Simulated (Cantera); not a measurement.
**Si + Cl2 + H2 (chlorosilane synthesis and conversion)**

A closed system holds: 1 mol Si, 1.4 mol Cl2, 9.7 mol H2, held at 0.100 bar.

Equilibrium computed with Cantera from the NASA thermochemical tables; the gas is ideal and each condensed phase is pure. Candidate condensed phases: Si; 19 gas species. The tables' values for SiCl3, SiCl are old estimates; treat these amounts as uncertain. Rates play no part.

```json
[
 {"T (K)": "575", "log p H2": "-1.03", "log p HCl": "-5.52", "log p SiCl2": "-10.42", "log p SiCl4": "-2.30", "log p SiHCl3": "-2.64", "log p SiCl3": "-8.03", "n Si(s)": "0.239"},
 {"T (K)": "675", "log p H2": "-1.03", "log p HCl": "-4.55", "log p SiCl2": "-8.26", "log p SiCl4": "-2.29", "log p SiHCl3": "-2.66", "log p SiCl3": "-6.60", "n Si(s)": "0.241"},
 {"T (K)": "775", "log p H2": "-1.03", "log p HCl": "-3.83", "log p SiCl2": "-6.66", "log p SiCl4": "-2.29", "log p SiHCl3": "-2.68", "log p SiCl3": "-5.55", "n Si(s)": "0.246"},
 {"T (K)": "875", "log p H2": "-1.03", "log p HCl": "-3.29", "log p SiCl2": "-5.43", "log p SiCl4": "-2.29", "log p SiHCl3": "-2.70", "log p SiCl3": "-4.74", "n Si(s)": "0.258"},
 {"T (K)": "975", "log p H2": "-1.04", "log p HCl": "-2.86", "log p SiCl2": "-4.47", "log p SiCl4": "-2.31", "log p SiHCl3": "-2.73", "log p SiCl3": "-4.12", "n Si(s)": "0.280"},
 {"T (K)": "1075", "log p H2": "-1.04", "log p HCl": "-2.52", "log p SiCl2": "-3.71", "log p SiCl4": "-2.36", "log p SiHCl3": "-2.78", "log p SiCl3": "-3.63", "n Si(s)": "0.315"},
 {"T (K)": "1175", "log p H2": "-1.05", "log p HCl": "-2.26", "log p SiCl2": "-3.11", "log p SiCl4": "-2.46", "log p SiHCl3": "-2.88", "log p SiCl3": "-3.28", "n Si(s)": "0.351"},
 {"T (K)": "1275", "log p H2": "-1.07", "log p HCl": "-2.08", "log p SiCl2": "-2.68", "log p SiCl4": "-2.68", "log p SiHCl3": "-3.06", "log p SiCl3": "-3.09", "n Si(s)": "0.363"},
 {"T (K)": "1375", "log p H2": "-1.08", "log p HCl": "-1.98", "log p SiCl2": "-2.41", "log p SiCl4": "-3.07", "log p SiHCl3": "-3.36", "log p SiCl3": "-3.07", "n Si(s)": "0.341"},
 {"T (K)": "1475", "log p H2": "-1.09", "log p HCl": "-1.93", "log p SiCl2": "-2.28", "log p SiCl4": "-3.60", "log p SiHCl3": "-3.78", "log p SiCl3": "-3.21", "n Si(s)": "0.312"},
 {"T (K)": "1575", "log p H2": "-1.09", "log p HCl": "-1.92", "log p SiCl2": "-2.23", "log p SiCl4": "-4.18", "log p SiHCl3": "-4.22", "log p SiCl3": "-3.41", "n Si(s)": "0.291"},
 {"T (K)": "1675", "log p H2": "-1.09", "log p HCl": "-1.92", "log p SiCl2": "-2.20", "log p SiCl4": "-4.73", "log p SiHCl3": "-4.63", "log p SiCl3": "-3.62", "n Si(s)": "0.275"}
]
```
log p: log10 of the partial pressure in bar; n: condensed amount in mol.

From 575 K to 1675 K the condensed part is Si(s). The main Si-bearing gas is SiCl4 at 575 K and SiCl2 at 1675 K. The share of Si in condensed phases is highest at 1275 K (36.3 %) and lowest at 575 K (23.9 %).
